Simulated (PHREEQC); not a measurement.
Reverse-osmosis permeate

A made-up water analysis in mmol/kgw, 20 °C, pH 6.23, pe 9.6:

```json
[
 {"constituent": "Na", "mmol/kgw": "0.106"},
 {"constituent": "K", "mmol/kgw": "0.00641"},
 {"constituent": "Ca", "mmol/kgw": "0.111"},
 {"constituent": "Mg", "mmol/kgw": "0.0513"},
 {"constituent": "Cl", "mmol/kgw": "0.214"},
 {"constituent": "S(6)", "mmol/kgw": "0.0388"},
 {"constituent": "Alkalinity (meq/kgw)", "mmol/kgw": "0.154"},
 {"constituent": "Si", "mmol/kgw": "0.0104"},
 {"constituent": "Pb", "mmol/kgw": "0.00743"}
]
```

Valence states are taken as typed.

All values are PHREEQC results (ion-association model, wateq4f.dat), not measurements.

Precipitation was switched off in this run.

Problem. Predict the charge-balance error.

Solution. charge-balance error 0.7 %.

Problem. In which forms is Pb present?

Solution. Pb+2 75 %, PbCO3 12 %, PbHCO3+ 8.1 %, PbOH+ 2.3 %, PbSO4 1.3 %, PbCl+ 0.5 % of the Pb.
